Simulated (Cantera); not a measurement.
Standard-state values (1 bar) from the NASA 1993 polynomials, evaluated with Cantera. Values are per mole of reaction as written; species without (g) are pure solids or liquids, kept so even where they would boil at 1 bar.

Problem. Between 475 and 675 K, where is each reaction favourable under standard conditions?
- 10 O(g) + P4(g) = P4O10

Solution. 
- 10 O(g) + P4(g) = P4O10: ΔG° is -4769 kJ at 475 K and -4434 kJ at 675 K; it stays negative (K > 1). ΔH° is -5559 kJ and ΔS° -1667 J/K at 675 K.
